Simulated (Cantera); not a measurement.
## Equilibrium for silicon oxide and oxynitride deposition: Si2H6 + CO2

Input: 1 mol Si2H6, a varied amount of CO2, at 1275 K and 0.00210 bar.

Cantera equilibrium calculation (NASA polynomials, part measured and part estimated; ideal gas, pure solids and liquids). Candidate condensed phases: C, C6H6, C7H8, C8H18, H2O, Si, SiC, SiO2; 123 gas species. The feed counts by its element totals alone. Mutual solubility and eutectic melting of coexisting phases are not modelled. The tables hold silica as quartz up to 1696 K and as liquid above; real silica turns to tridymite and cristobalite and melts near 1996 K. Rates play no part.

At 1.4 mol CO2 the condensed part is SiC(s) + SiO2(β-quartz). From 2.3 mol CO2 to 3.3 mol CO2 the condensed part is C(graphite) + SiO2(β-quartz). From 4.2 mol CO2 to 7.8 mol CO2 the condensed part is SiO2(β-quartz).

```json
[
 {"n(CO2) (mol)": "1.4", "x H2": "0.849", "x CO": "0.151", "x CO2": "3.39e-7", "x H2O": "3.17e-6", "n SiC(s)": "0.867", "n SiO2(β-quartz)": "1.13", "n C(graphite)": "0"},
 {"n(CO2) (mol)": "2.3", "x H2": "0.833", "x CO": "0.167", "x CO2": "4.09e-7", "x H2O": "3.40e-6", "n SiC(s)": "0", "n SiO2(β-quartz)": "2.00", "n C(graphite)": "1.70"},
 {"n(CO2) (mol)": "3.3", "x H2": "0.536", "x CO": "0.464", "x CO2": "3.17e-6", "x H2O": "6.09e-6", "n SiC(s)": "0", "n SiO2(β-quartz)": "2.00", "n C(graphite)": "0.700"},
 {"n(CO2) (mol)": "4.2", "x H2": "0.402", "x CO": "0.571", "x CO2": "0.0128", "x H2O": "0.0150", "n SiC(s)": "0", "n SiO2(β-quartz)": "2.00", "n C(graphite)": "0"},
 {"n(CO2) (mol)": "5.1", "x H2": "0.306", "x CO": "0.559", "x CO2": "0.0711", "x H2O": "0.0647", "n SiC(s)": "0", "n SiO2(β-quartz)": "2.00", "n C(graphite)": "0"},
 {"n(CO2) (mol)": "6", "x H2": "0.239", "x CO": "0.539", "x CO2": "0.128", "x H2O": "0.0943", "n SiC(s)": "0", "n SiO2(β-quartz)": "2.00", "n C(graphite)": "0"},
 {"n(CO2) (mol)": "6.9", "x H2": "0.191", "x CO": "0.516", "x CO2": "0.181", "x H2O": "0.112", "n SiC(s)": "0", "n SiO2(β-quartz)": "2.00", "n C(graphite)": "0"},
 {"n(CO2) (mol)": "7.8", "x H2": "0.156", "x CO": "0.492", "x CO2": "0.230", "x H2O": "0.122", "n SiC(s)": "0", "n SiO2(β-quartz)": "2.00", "n C(graphite)": "0"}
]
```
x: gas mole fraction; n: condensed amount in mol.
